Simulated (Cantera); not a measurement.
**Formation from one mole of O2**

Source: NASA polynomial tables (part measured, part estimated), evaluated in Cantera. Values are per mole of reaction as written; species without (g) are pure solids or liquids, kept so even where they would boil at 1 bar.

0.8 V + O2(g) = 0.4 V2O5

```csv
T (K),ΔH° (kJ),ΔS° (J/K),ΔG° (kJ),log10 K,condensed phases
2150,-573.1,-125.8,-302.6,7.35,"V(s), V2O5(l)"
2200,-591.2,-134.1,-296.3,7.03,"V(l), V2O5(l)"
2250,-591.2,-134.0,-289.6,6.72,"V(l), V2O5(l)"
2300,-591.1,-134.0,-282.8,6.42,"V(l), V2O5(l)"
2350,-591.1,-134.0,-276.1,6.14,"V(l), V2O5(l)"
2400,-591.0,-134.0,-269.4,5.86,"V(l), V2O5(l)"
2450,-591.0,-134.0,-262.7,5.60,"V(l), V2O5(l)"
2500,-591.0,-134.0,-256.0,5.35,"V(l), V2O5(l)"
```

2 Si + O2(g) = 2 SiO(g)

```
T (K)  ΔH° (kJ)  ΔS° (J/K)  ΔG° (kJ)  log10 K
-----  --------  ---------  --------  -------
2150     -332.3       90.5    -526.8    12.80
2200     -333.2       90.0    -531.3    12.62
2250     -334.1       89.6    -535.8    12.44
2300     -335.0       89.3    -540.3    12.27
2350     -335.9       88.9    -544.7    12.11
2400     -336.8       88.5    -549.2    11.95
2450     -337.7       88.1    -553.6    11.80
2500     -338.6       87.7    -558.0    11.66
```

C + O2(g) = CO2(g)

```json
[
 {"T (K)": "2150", "ΔH° (kJ)": "-397.2", "ΔS° (J/K)": "-0.5", "ΔG° (kJ)": "-396.2", "log10 K": "9.63"},
 {"T (K)": "2200", "ΔH° (kJ)": "-397.4", "ΔS° (J/K)": "-0.5", "ΔG° (kJ)": "-396.2", "log10 K": "9.41"},
 {"T (K)": "2250", "ΔH° (kJ)": "-397.5", "ΔS° (J/K)": "-0.6", "ΔG° (kJ)": "-396.2", "log10 K": "9.20"},
 {"T (K)": "2300", "ΔH° (kJ)": "-397.7", "ΔS° (J/K)": "-0.7", "ΔG° (kJ)": "-396.1", "log10 K": "9.00"},
 {"T (K)": "2350", "ΔH° (kJ)": "-397.8", "ΔS° (J/K)": "-0.7", "ΔG° (kJ)": "-396.1", "log10 K": "8.80"},
 {"T (K)": "2400", "ΔH° (kJ)": "-398.0", "ΔS° (J/K)": "-0.8", "ΔG° (kJ)": "-396.1", "log10 K": "8.62"},
 {"T (K)": "2450", "ΔH° (kJ)": "-398.1", "ΔS° (J/K)": "-0.9", "ΔG° (kJ)": "-396.0", "log10 K": "8.44"},
 {"T (K)": "2500", "ΔH° (kJ)": "-398.3", "ΔS° (J/K)": "-0.9", "ΔG° (kJ)": "-396.0", "log10 K": "8.27"}
]
```
